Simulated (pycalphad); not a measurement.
**Freezing of Ti-B alloys with rising B**

CALPHAD calculation (pycalphad, COST 507 light-alloy database (1999)), 1 atm. These are 1990s assessments: newer ones move some temperatures and phases. Phase fractions are per mole of atoms.

Scheil-Gulliver runs (no diffusion in the solid, steps of 4 K) beside full equilibrium.

```
alloy             liquidus (K)  Scheil, half solid (K)  Scheil, 80 % solid (K)  Scheil, invariant end (K)  liquid left at that end  equilibrium solidus (K)
----------------  ------------  ----------------------  ----------------------  -------------------------  -----------------------  -----------------------
Ti-2.65B (at.%)           1886                    1840    at the invariant end                       1814                     0.37                     1814
Ti-3.53B (at.%)              …    at the invariant end    at the invariant end                       1814                        …                     1814
Ti-10.59B (at.%)          1886    at the invariant end    at the invariant end                       1814                     0.91                     1814
Ti-14.12B (at.%)          1933    at the invariant end    at the invariant end                       1814                     0.83                     1814
```

Task: Fill in the missing entries.

Result: 
- Ti-3.53B (at.%), liquidus (K): 1869
- Ti-3.53B (at.%), liquid left at that end: 0.50
